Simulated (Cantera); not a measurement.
Feed: 1 mol TiO2, 0.045 mol HCl, 0.8 mol H2, equilibrated at 850 °C and 13.3 mbar.

These are equilibrium values from Cantera (NASA tables, ideal gas, pure condensed phases), not measurements of a reactor. Candidate condensed phases: H2O, Ti, TiCl2, TiCl3, TiCl4, TiO, TiO2, Ti2O3, Ti3O5, Ti4O7; 23 gas species. Mutual solubility and eutectic melting of coexisting phases are not modelled. Condensed phases not in the tables: Magnéli phases beyond Ti4O7, TiOCl. The numbers say what is thermodynamically allowed, not how fast it happens.

Base state: H2 0.946, HCl 0.0533, H2O 0.000403 (mole fractions); condensed: TiO2(rutile) + Ti4O7(s).

Problem. What changes in the equilibrium state with this change: TiO2 replaced by MgO?

Solution. 
| species | before | after |
|---|---|---|
| H2 | 0.946 | 0.947 |
| HCl | 0.0533 | 0.0521 |
| H2O | 0.000403 | 0.000582 |
| MgCl2 | 0 | 0.000582 |
| TiO2(rutile), mol | 0.999 | 0 |
| Ti4O7(s), mol | 0.000340 | 0 |
| MgO(s), mol | 0 | 1.000 |
Further candidate phases: Mg, MgCl2, MgO, Mg(OH)2.
